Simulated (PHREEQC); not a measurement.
# Alkaline etch or developer

Dissolve 0.026 mol/kgw KOH, 0.009 mol/kgw Na2SiO3 and 0.00015 mol/kgw (CH3)4NCl at 25 °C. Closed to the air; pH follows from the charge balance.

All values are PHREEQC results (ion-association model, phreeqc.dat), not measurements.

Each row changes one thing in this solution. This is a speciation only: nothing precipitates in the calculation.

```json
[
 {"case": "as made", "pH": "12.43", "ionic strength (mol/kgw)": "0.0463", "H3SiO4- (mol/kgw)": "0.00687", "H2SiO4-2 (mol/kgw)": "0.00212", "H4SiO4 (mol/kgw)": "1.42e-5", "SI of Quartz (SiO2)": "-0.86"},
 {"case": "diluted 2-fold with water", "pH": "12.16", "ionic strength (mol/kgw)": "0.0226", "H3SiO4- (mol/kgw)": "0.00391", "H2SiO4-2 (mol/kgw)": "0.000577", "H4SiO4 (mol/kgw)": "1.58e-5", "SI of Quartz (SiO2)": "-0.82"},
 {"case": "Na2SiO3 from 0.009 to 0.0099 mol/kgw", "pH": "12.43", "ionic strength (mol/kgw)": "0.0483", "H3SiO4- (mol/kgw)": "0.00751", "H2SiO4-2 (mol/kgw)": "0.00237", "H4SiO4 (mol/kgw)": "1.53e-5", "SI of Quartz (SiO2)": "-0.83"},
 {"case": "KOH left out", "pH": "11.86", "ionic strength (mol/kgw)": "0.0187", "H3SiO4- (mol/kgw)": "0.00833", "H2SiO4-2 (mol/kgw)": "0.000604", "H4SiO4 (mol/kgw)": "6.74e-5", "SI of Quartz (SiO2)": "-0.19"},
 {"case": "diluted 5-fold with water", "pH": "11.79", "ionic strength (mol/kgw)": "0.00892", "H3SiO4- (mol/kgw)": "0.00169", "H2SiO4-2 (mol/kgw)": "9.42e-5", "H4SiO4 (mol/kgw)": "1.67e-5", "SI of Quartz (SiO2)": "-0.79"},
 {"case": "temperature from 25 to 35 °C", "pH": "12.11", "ionic strength (mol/kgw)": "0.0461", "H3SiO4- (mol/kgw)": "0.00702", "H2SiO4-2 (mol/kgw)": "0.00196", "H4SiO4 (mol/kgw)": "2.16e-5", "SI of Quartz (SiO2)": "-0.82"},
 {"case": "(CH3)4NCl from 0.00015 to 0.00075 mol/kgw", "pH": "12.42", "ionic strength (mol/kgw)": "0.0469", "H3SiO4- (mol/kgw)": "0.00686", "H2SiO4-2 (mol/kgw)": "0.00212", "H4SiO4 (mol/kgw)": "1.42e-5", "SI of Quartz (SiO2)": "-0.86"},
 {"case": "Na2SiO3 from 0.009 to 0.0045 mol/kgw", "pH": "12.39", "ionic strength (mol/kgw)": "0.0361", "H3SiO4- (mol/kgw)": "0.00354", "H2SiO4-2 (mol/kgw)": "0.000955", "H4SiO4 (mol/kgw)": "8.18e-6", "SI of Quartz (SiO2)": "-1.10"}
]
```

Complexes and solids missing from the database can't appear. (CH3)4N+ isn't in the database: it is added as a free cation with an ion size of 4 Å.
